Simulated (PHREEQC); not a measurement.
Dissolve 12 mmol/kgw NH4Cl and 0.94 mmol/kgw (NH4)2SO4 at 25 °C. Closed to the air; pH follows from the charge balance.

Equilibrium calculation in PHREEQC: ion-association model, phreeqc.dat.

Precipitation was switched off in this run.

What pH, specific conductance does the model give?

pH 5.62; specific conductance 1900 µS/cm.

In which forms is S present?

SO4-2 90 %, NH4SO4- 9.9 % of the S.
